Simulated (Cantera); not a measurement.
A Cantera script and what it prints.

```python
import numpy as np
import cantera as ct

gas_names = """
    C CH CH2 CH3 CH2OH CH3O CH4 CH3OH CO CO2 COOH C2 C2H CHCO,ketyl C2H2,acetylene C2H2,vinylidene
    CH2CO,ketene C2H3,vinyl CH3CO,acetyl C2H4 C2H4O,ethylen CH3CHO,ethanal CH3COOH (HCOOH)2 C2H5 C2H6
    CH3OCH3 C2H5OH C2O C3 C3H3,propargyl C3H4,allene C3H4,propyne C3H4,cyclo- C3H5,allyl C3H6,propylene
    C3H6,cyclo- C3H6O C3H7,n-propyl C3H7,i-propyl C3H8 C3H8O,1propanol C3H8O,2propanol C3O2 C4 C4H2
    C4H4,1,3-cyclo- C4H6,butadiene C4H6,2-butyne C4H6,cyclo- C4H8,1-butene C4H8,cis2-buten
    C4H8,tr2-butene C4H8,isobutene C4H8,cyclo- (CH3COOH)2 C4H9,n-butyl C4H9,i-butyl C4H9,s-butyl
    C4H9,t-butyl C4H10,isobutane C4H10,n-butane C5 C5H6,1,3cyclo- C5H8,cyclo- C5H10,1-pentene
    C5H10,cyclo- C5H11,pentyl C5H11,t-pentyl C5H12,n-pentane C5H12,i-pentane CH3C(CH3)2CH3 C6H2
    C6H5,phenyl C6H5O,phenoxy C6H6 C6H5OH,phenol C6H10,cyclo- C6H12,1-hexene C6H12,cyclo- C6H13,n-hexyl
    C7H7,benzyl C7H8 C7H8O,cresol C7H14,1-heptene C7H15,n-heptyl C7H16,n-heptane C8H8,styrene
    C8H10,ethylbenz C8H16,1-octene C8H17,n-octyl C8H18,isooctane C8H18,n-octane C9H19,n-nonyl
    C10H8,naphthale C10H21,n-decyl C12H9,o-bipheny C12H10,bipheny H HCO HO2 H2 HCHO,formaldehy HCOOH H2O
    H2O2 O OH O2 O3
""".split()
cond_names = """
    C(gr) C6H6(L) C7H8(L) C8H18(L),n-octa H2O(s) H2O(L)
""".split()


def load(file, names, dense=False):
    # The tables refer to 1 bar. Condensed volumes are neglected.
    table = {s.name: s for s in ct.Species.list_from_file(file)}
    out = []
    for n in names:
        d = dict(table[n].input_data)
        d["thermo"] = dict(d["thermo"], **{"reference-pressure": 1e5})
        if dense:
            d["equation-of-state"] = {"model": "constant-volume", "density": "1e6 g/cm^3"}
        out.append(ct.Species.from_dict(d))
    return out


gas = ct.Solution(thermo="ideal-gas", species=load("nasa_gas.yaml", gas_names))
cond = {s.name: ct.Solution(thermo="fixed-stoichiometry", species=[s], name=s.name)
        for s in load("nasa_condensed.yaml", cond_names, dense=True)}
atoms = {
    'C2H6': {'C': 2, 'H': 6},
    'CO2': {'C': 1, 'O': 2},
    'H2': {'H': 2},
}
top_T = {'C(gr)': 4500}  # K; cautious upper limits of use, not melting points


def equilibrate(T, P, feed):
    n = {}
    for name, mol in feed.items():
        for a, k in atoms[name].items():
            n[a] = n.get(a, 0.0) + k * mol
    gas.TPX = T, P, n
    mass = sum(n.values()) * gas.mean_molecular_weight
    gas.equilibrate("TP")
    valid = [c for c in cond.values() if c.min_temp <= T <= top_T.get(c.name, c.max_temp)]
    mix = ct.Mixture([(gas, mass / gas.mean_molecular_weight)] + [(c, 0.0) for c in valid])
    mix.T, mix.P = T, P
    mix.equilibrate("TP", solver="vcs", rtol=1e-11, max_steps=5000)
    return mix


results = []
feed = {'C2H6': 1, 'CO2': 0.047, 'H2': 1.4}  # mol
T = 2300  # K
P = 59  # Pa
mix = equilibrate(T, P, feed)
results.append((T, P, feed, dict(zip(mix.species_names, mix.species_moles))))
x = sorted(zip(gas.X, gas.species_names), reverse=True)
print(f"T = {T:g} K  P = {P:g} Pa  gas = {mix.phase_moles(0):.4g} mol")
print("   x: " + "  ".join(f"{s} {v:.3e}" for v, s in x if v > 1e-05))
print("   condensed (mol): " + ("  ".join(f"{mix.phase(i).name} {mix.phase_moles(i):.4g}"
      for i in range(1, mix.n_phases) if mix.phase_moles(i) > 1e-12) or "none"))
```

Result:

```
T = 2300 K  P = 59 Pa  gas = 5.36 mol
   x: H2 6.567e-01  H 3.229e-01  CO 1.754e-02  C2H2,acetylene 2.838e-03  C2H 6.302e-05  C3 2.835e-05  C 1.418e-05
   condensed (mol): C(gr) 1.921
```

These are equilibrium values from Cantera (NASA tables, ideal gas, pure condensed phases), not measurements of a reactor.
